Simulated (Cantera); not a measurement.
Input: 1 mol Fe2O3, 10 mol Cl2, equilibrated at 1800 Pa.

These are equilibrium values from Cantera (NASA tables, ideal gas, pure condensed phases), not measurements of a reactor. Candidate condensed phases: Fe, FeCl2, FeCl3, FeO, Fe2O3, Fe3O4; 13 gas species. Condensed phases not in the tables: FeOCl. Rates play no part.

Question: What share of the Fe ends up in condensed phases as a function of T (K), at 823, 898, 973, 1048, 1123, 1198, 1273, 1348, 1423, 1498?

Answer: 
```tsv
T (K)	Fe condensed (%)	as
823	95.5	Fe2O3(s)
898	87.5	Fe2O3(s)
973	71.5	Fe2O3(s)
1048	44.1	Fe2O3(s)
1123	3.5	Fe2O3(s)
1198	0.0	-
1273	0.0	-
1348	0.0	-
1423	0.0	-
1498	0.0	-
```
